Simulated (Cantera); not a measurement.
An isothermal, constant-pressure homogeneous reactor starts with CO : O₂ : H₂O : N₂ = 0.0034 : 0.013 : 0.00013 : 1 (molar parts), at 1075 K and 8.30 bar. Integrator tolerance rtol = 1e-08.

Computed with Cantera and GRI-Mech 3.0 (53 species, 325 reactions).

Q: What does this change do: CO 0.0034 to 0.027 parts?

A: 
| quantity | before | after |
|---|---|---|
| x(CO) at 30.0 s | 7.95e-5 (gas-phase equilibrium 7.23e-12) | 0.00153 (gas-phase equilibrium 0.000969) |
| x(O₂) at 30.0 s | 0.0112 (gas-phase equilibrium 0.0111) | 0.000278 (gas-phase equilibrium <1e-12) |
| x(H₂O) at 30.0 s | 0.000128 (gas-phase equilibrium 0.000128) | 0.000124 (gas-phase equilibrium 0.000122) |
| x(H₂) at 30.0 s | 8.47e-9 (gas-phase equilibrium <1e-12) | 2.07e-6 (gas-phase equilibrium 5.00e-6) |
| x(OH) at 30.0 s | 3.95e-9 (gas-phase equilibrium 4.56e-9) | 1.69e-9 (gas-phase equilibrium 1.06e-12) |
| x(NO) at 30.0 s | 7.74e-9 (gas-phase equilibrium 1.74e-5) | 4.03e-8 (gas-phase equilibrium <1e-12) |
